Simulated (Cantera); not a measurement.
A perfectly stirred reactor is fed with CO : H2 : CH4 : O2 : N2 = 1 : 0.22 : 0.17 : 1.86 : 7 (molar parts), equivalence ratio 0.51, at 1.01 bar; it is adiabatic with a 575 K inlet, and is followed from long to short residence time, starting on the burning branch (τ in s: 0.048, 0.027, 0.015, 0.0082, 0.0045, 0.0025, 0.0014, 0.00077, 0.00043, 0.00024, 0.00013, 7.2e-05, 4e-05).

Detailed kinetics in Cantera: GRI-Mech 3.0 (53 species, 325 reactions).

Q: Predict: blow-out, bracketed by the residence times tried; x(CO) at τ = 48.0 ms; x(H2) at τ = 48.0 ms; x(CH4) at τ = 48.0 ms; x(HO2) at τ = 48.0 ms; x(CO) at τ = 1.40 ms; x(H2) at τ = 1.40 ms; x(CH4) at τ = 1.40 ms; x(HO2) at τ = 1.40 ms.

A: 
```json
{
 "blow_out_bracketed_by_the_residence_times_tried": "burning at 0.240 ms, out at 0.130 ms",
 "x(CO) at τ = 48.0 ms": "0.00184",
 "x(H2) at τ = 48.0 ms": "0.000170",
 "x(CH4) at τ = 48.0 ms": "2.96e-6",
 "x(HO2) at τ = 48.0 ms": "1.96e-6",
 "x(CO) at τ = 1.40 ms": "0.0139",
 "x(H2) at τ = 1.40 ms": "0.00123",
 "x(CH4) at τ = 1.40 ms": "2.97e-5",
 "x(HO2) at τ = 1.40 ms": "1.32e-5"
}
```
